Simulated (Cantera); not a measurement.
## Formation from one mole of S2

Source: NASA polynomial tables (part measured, part estimated), evaluated in Cantera. Values are per mole of reaction as written; species without (g) are pure solids or liquids, kept so even where they would boil at 1 bar.

C + S2(g) → CS2(g)

```json
[
 {"T (K)": "423", "ΔH° (kJ)": "-10.9", "ΔS° (J/K)": "5.4", "ΔG° (kJ)": "-13.2", "log10 K": "1.63"},
 {"T (K)": "448", "ΔH° (kJ)": "-10.8", "ΔS° (J/K)": "5.6", "ΔG° (kJ)": "-13.4", "log10 K": "1.56"},
 {"T (K)": "473", "ΔH° (kJ)": "-10.8", "ΔS° (J/K)": "5.8", "ΔG° (kJ)": "-13.5", "log10 K": "1.49"},
 {"T (K)": "498", "ΔH° (kJ)": "-10.7", "ΔS° (J/K)": "5.9", "ΔG° (kJ)": "-13.7", "log10 K": "1.43"},
 {"T (K)": "523", "ΔH° (kJ)": "-10.6", "ΔS° (J/K)": "6.1", "ΔG° (kJ)": "-13.8", "log10 K": "1.38"},
 {"T (K)": "548", "ΔH° (kJ)": "-10.6", "ΔS° (J/K)": "6.2", "ΔG° (kJ)": "-14.0", "log10 K": "1.33"},
 {"T (K)": "573", "ΔH° (kJ)": "-10.5", "ΔS° (J/K)": "6.3", "ΔG° (kJ)": "-14.1", "log10 K": "1.29"},
 {"T (K)": "598", "ΔH° (kJ)": "-10.4", "ΔS° (J/K)": "6.4", "ΔG° (kJ)": "-14.3", "log10 K": "1.25"}
]
```

2 H2(g) + S2(g) → 2 H2S(g)

| T (K) | ΔH° (kJ) | ΔS° (J/K) | ΔG° (kJ) | log10 K |
|---|---|---|---|---|
| 423 | -172.1 | -85.7 | -135.9 | 16.78 |
| 448 | -172.6 | -86.9 | -133.7 | 15.59 |
| 473 | -173.1 | -88.0 | -131.5 | 14.52 |
| 498 | -173.6 | -89.0 | -129.3 | 13.56 |
| 523 | -174.1 | -90.0 | -127.1 | 12.69 |
| 548 | -174.6 | -90.8 | -124.8 | 11.90 |
| 573 | -175.0 | -91.6 | -122.5 | 11.17 |
| 598 | -175.4 | -92.3 | -120.2 | 10.50 |

Ni + S2(g) → NiS2

```json
[
 {"T (K)": "423", "ΔH° (kJ)": "-258.4", "ΔS° (J/K)": "-182.4", "ΔG° (kJ)": "-181.3", "log10 K": "22.38"},
 {"T (K)": "448", "ΔH° (kJ)": "-258.2", "ΔS° (J/K)": "-181.9", "ΔG° (kJ)": "-176.7", "log10 K": "20.60"},
 {"T (K)": "473", "ΔH° (kJ)": "-258.0", "ΔS° (J/K)": "-181.4", "ΔG° (kJ)": "-172.2", "log10 K": "19.01"},
 {"T (K)": "498", "ΔH° (kJ)": "-257.7", "ΔS° (J/K)": "-180.9", "ΔG° (kJ)": "-167.7", "log10 K": "17.58"},
 {"T (K)": "523", "ΔH° (kJ)": "-257.5", "ΔS° (J/K)": "-180.4", "ΔG° (kJ)": "-163.1", "log10 K": "16.29"},
 {"T (K)": "548", "ΔH° (kJ)": "-257.3", "ΔS° (J/K)": "-180.0", "ΔG° (kJ)": "-158.6", "log10 K": "15.12"},
 {"T (K)": "573", "ΔH° (kJ)": "-257.1", "ΔS° (J/K)": "-179.7", "ΔG° (kJ)": "-154.1", "log10 K": "14.05"},
 {"T (K)": "598", "ΔH° (kJ)": "-256.9", "ΔS° (J/K)": "-179.4", "ΔG° (kJ)": "-149.6", "log10 K": "13.07"}
]
```

2 Ca + S2(g) → 2 CaS

```csv
T (K),ΔH° (kJ),ΔS° (J/K),ΔG° (kJ),log10 K
423,-1073.5,-196.5,-990.4,122.30
448,-1073.3,-195.9,-985.5,114.90
473,-1073.1,-195.4,-980.6,108.29
498,-1072.8,-195.0,-975.7,102.34
523,-1072.6,-194.6,-970.9,96.96
548,-1072.4,-194.2,-966.0,92.08
573,-1072.2,-193.9,-961.2,87.62
598,-1072.1,-193.6,-956.3,83.53
```
